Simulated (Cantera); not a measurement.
Feed: 1 mol BN, 3.6 mol H2, at 750 Torr.

Equilibrium computed with Cantera from the NASA thermochemical tables; the gas is ideal and each condensed phase is pure. Candidate condensed phases: B, BN; 15 gas species. Equilibrium is a limit: real reactors are often held back by kinetics, nucleation or transport. All values below are at 1250 K.

Base state: H2 1.000 (mole fractions); condensed: BN(s).

Question: What changes in the equilibrium state with this change: 0.064 mol O2 added?

Answer: 
```csv
species,before,after
H2,1.000,0.987
N2,7.64e-9,0.0111
H2O,0,0.00192
HBO2,0,7.20e-5
NH3,1.33e-8,1.57e-5
"BN(s), mol",1.00,0.919
"B2O3(l), mol",0,0.0402
```
Mutual solubility and eutectic melting of coexisting phases are not modelled. Gases not in the tables: H3BO3. Further candidate phases: B2O3, B3O3H3, H2O.
